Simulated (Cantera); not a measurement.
**Moist CO burnout**

An isothermal, constant-pressure homogeneous reactor starts with 2.20 % CO, 5.97 % O2, 0.0138 % H2O, 91.8 % N2, equivalence ratio 0.18, at 1098 K and 101000 Pa.

Cantera simulation using GRI-Mech 3.0 (53 species, 325 reactions); the numbers are that mechanism's predictions, not measurements.

```
t (s)        x CO    x O2     x H2O       x H      x OH
--------  -------  ------  --------  --------  --------
2.00e-5    0.0220  0.0597  0.000138    <1e-12    <1e-12
0.000118   0.0220  0.0597  0.000138    <1e-12    <1e-12
0.000700   0.0220  0.0597  0.000138  5.13e-12  8.32e-12
0.00414    0.0220  0.0597  0.000138  4.77e-11  7.60e-11
0.0245     0.0220  0.0597  0.000138  8.16e-10   1.30e-9
0.145      0.0184  0.0579  0.000134   6.82e-7   1.14e-6
0.857     0.00125  0.0498  0.000138   5.09e-8   8.68e-7
5.07      1.77e-5  0.0492  0.000139  1.87e-10   1.89e-7
30.0      4.35e-8  0.0492  0.000139    <1e-12   5.67e-8
```
x: mole fraction; the columns are a selection and need not sum to one.

Equilibrium at this temperature and pressure: CO 1.27e-10, O2 0.0492, H2O 0.000139, H <1e-12, OH 1.71e-8 (gas phase only).
